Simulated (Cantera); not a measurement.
Cantera run:

```python
import numpy as np
import cantera as ct

gas_names = """
    H HNO HNO2 HNO3 HO2 H2 H2O H2O2 N NH NH2 NH3 NH2OH NO NO2 NO3 N2 N2H2 N2H4 N2O O OH O2 O3 Si SiH
    SiH2 SiH3 SiH4 SiN SiO SiO2 Si2 Si2N Si3
""".split()
cond_names = """
    H2O(s) H2O(L) Si(cr) Si(L) SiO2(Lqz) SiO2(hqz) SiO2(L) Si2N2O(s) Si3N4(a)
""".split()


# ... load() reads the species with a 1 bar reference pressure and builds the phases ...
atoms = {
    'Si': {'Si': 1},
    'H2O': {'H': 2, 'O': 1},
    'N2': {'N': 2},
}
top_T = {'Si2N2O(s)': 2100, 'Si3N4(a)': 2400}  # K; cautious upper limits of use, not melting points


# ... equilibrate(T, P, feed) seeds the gas with the atoms and calls Mixture.equilibrate('TP', solver="vcs", rtol=1e-11, max_steps=5000) ...
results = []
feed = {'Si': 1, 'H2O': 0.16, 'N2': 130}  # mol
T = 1823  # K
P = 81  # Pa
mix = equilibrate(T, P, feed)
results.append((T, P, feed, dict(zip(mix.species_names, mix.species_moles))))
x = sorted(zip(gas.X, gas.species_names), reverse=True)
print(f"T = {T:g} K  P = {P:g} Pa  gas = {mix.phase_moles(0):.4g} mol")
print("   x: " + "  ".join(f"{s} {v:.3e}" for v, s in x if v > 0.001))
print("   condensed (mol): " + ("  ".join(f"{mix.phase(i).name} {mix.phase_moles(i):.4g}"
      for i in range(1, mix.n_phases) if mix.phase_moles(i) > 1e-12) or "none"))
```

Result:

```
T = 1823 K  P = 81 Pa  gas = 131.1 mol
   x: N2 9.917e-01  Si 5.457e-03  SiO 1.221e-03
   condensed (mol): Si(L) 0.07669
```

Equilibrium computed with Cantera from the NASA thermochemical tables; the gas is ideal and each condensed phase is pure. The tables' values for SiN are old estimates; treat these amounts as uncertain.
